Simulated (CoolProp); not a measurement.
c-C4F8 (RC318) at several states: density (kg/m³) from the reference equation and from simpler models built on Tc = 388.4 K, pc = 27.78 bar, ω = 0.355; each cubic takes its own stable root.

Model: reference Helmholtz-energy equation of state, Platzer 1990, in CoolProp. This equation is an older, rougher fit; its heat capacities, sound speeds and derivatives of the liquid may be far off and weren't checked against measurements.

```json
[
 {"T (K)": "327.7", "p (bar)": "1.32", "phase": "gas", "reference": "?", "van der Waals": "?", "Redlich-Kwong": "9.957", "Soave-Redlich-Kwong": "?", "Peng-Robinson": "?"},
 {"T (K)": "291.9", "p (bar)": "0.728", "phase": "gas", "reference": "6.141", "van der Waals": "6.094", "Redlich-Kwong": "6.124", "Soave-Redlich-Kwong": "6.141", "Peng-Robinson": "6.149"},
 {"T (K)": "254", "p (bar)": "77.6", "phase": "liquid", "reference": "?", "van der Waals": "?", "Redlich-Kwong": "?", "Soave-Redlich-Kwong": "?", "Peng-Robinson": "1811"}
]
```

**Question.** Some entries are withheld; supply them.

**Answer.** 
- 327.7, reference: 9.975
- 327.7, van der Waals: 9.904
- 327.7, Soave-Redlich-Kwong: 9.983
- 327.7, Peng-Robinson: 10.00
- 254, reference: 1688
- 254, van der Waals: 1087
- 254, Redlich-Kwong: 1551
- 254, Soave-Redlich-Kwong: 1609
